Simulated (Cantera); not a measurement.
A Cantera script and its output.

```python
import numpy as np
import cantera as ct

gas = ct.Solution("gri30.yaml")
gas.TPX = 1000, 100000, {'C2H6': 1, 'H2': 21}
reactor = ct.IdealGasConstPressureReactor(gas, energy="off", clone=False)
net = ct.ReactorNet([reactor])
net.rtol, net.atol = 1e-08, 1e-18
show = ['C2H6', 'H2', 'CH4', 'C2H', 'C2H4', 'CH2', 'C2H2']
times = np.geomspace(5e-05, 50, 14)

steps = ct.SolutionArray(gas, extra=["t"])
rows = []
print(f"{'t/s':>10s}{'T/K':>9s}{'P/Pa':>11s}" + "".join(f"{s:>11s}" for s in show))
for t in times:
    while net.time < t:
        t_next = net.step()
        steps.append(gas.state, t=t_next)
    rows.append([np.interp(t, steps.t, y) for y in (steps.T, steps.P, *steps(*show).X.T)])
    print(f"{t:10.3e}{rows[-1][0]:9.1f}{rows[-1][1]:11.4g}" + "".join(f"{x:11.3e}" for x in rows[-1][2:]))
rate = np.gradient(steps.T, steps.t)
print("integrator steps:", len(steps.t))
if steps.T.max() > steps.T[0] + 200:
    print(f"time of steepest temperature rise: {steps.t[rate.argmax()]:.4e} s")
gas.TPX = 1000, 100000, {'C2H6': 1, 'H2': 21}
gas.equilibrate("TP")
print(f"equilibrium (TP): T = {gas.T:.1f} K  " + "  ".join(f"{s} {gas[s].X[0]:.3e}" for s in show))
```

It prints:

```
       t/s      T/K       P/Pa       C2H6         H2        CH4        C2H       C2H4        CH2       C2H2
 5.000e-05   1000.0      1e+05  4.545e-02  9.545e-01  4.132e-09  1.236e-33  8.197e-10  9.361e-20  1.935e-19
 1.447e-04   1000.0      1e+05  4.545e-02  9.545e-01  1.328e-08  1.284e-31  8.585e-09  2.087e-19  8.083e-18
 4.188e-04   1000.0      1e+05  4.545e-02  9.545e-01  3.982e-08  1.530e-29  7.773e-08  5.423e-19  3.524e-16
 1.212e-03   1000.0      1e+05  4.545e-02  9.545e-01  1.182e-07  2.298e-27  6.686e-07  1.564e-18  1.864e-14
 3.509e-03   1000.0      1e+05  4.545e-02  9.545e-01  3.818e-07  3.864e-25  5.583e-06  5.769e-18  1.118e-12
 1.015e-02   1000.0      1e+05  4.541e-02  9.545e-01  1.860e-06  5.451e-23  4.324e-05  3.480e-17  6.375e-11
 2.939e-02   1000.0      1e+05  4.519e-02  9.546e-01  1.171e-05  2.592e-21  2.438e-04  9.907e-17  2.020e-09
 8.506e-02   1000.0      1e+05  4.451e-02  9.546e-01  4.634e-05  3.521e-20  8.788e-04  1.059e-16  2.697e-08
 2.462e-01   1000.0      1e+05  4.274e-02  9.546e-01  1.441e-04  3.093e-19  2.522e-03  1.076e-16  2.404e-07
 7.126e-01   1000.0      1e+05  3.898e-02  9.546e-01  4.080e-04  2.079e-18  5.995e-03  1.120e-16  1.671e-06
 2.062e+00   1000.0      1e+05  3.399e-02  9.545e-01  1.082e-03  9.462e-18  1.044e-02  1.231e-16  8.003e-06
 5.969e+00   1000.0      1e+05  3.132e-02  9.537e-01  2.825e-03  2.323e-17  1.215e-02  1.580e-16  2.019e-05
 1.728e+01   1000.0      1e+05  2.954e-02  9.513e-01  7.544e-03  2.749e-17  1.159e-02  2.577e-16  2.413e-05
 5.000e+01   1000.0      1e+05  2.527e-02  9.453e-01  1.946e-02  2.337e-17  9.980e-03  4.928e-16  2.100e-05
integrator steps: 554
equilibrium (TP): T = 1000.0 K  C2H6 1.604e-06  H2 9.091e-01  CH4 9.090e-02  C2H 5.777e-23  C2H4 6.571e-07  CH2 2.662e-18  C2H2 1.413e-09
```

Model: GRI-Mech 3.0 (53 species, 325 reactions), integrated in Cantera. GRI-Mech 3.0 stops at C3 and has no aromatics, soot or wall deposition, so with more carbon than oxygen in the feed, carbon stays in small species such as C2H2 where larger ones or solid carbon would form.
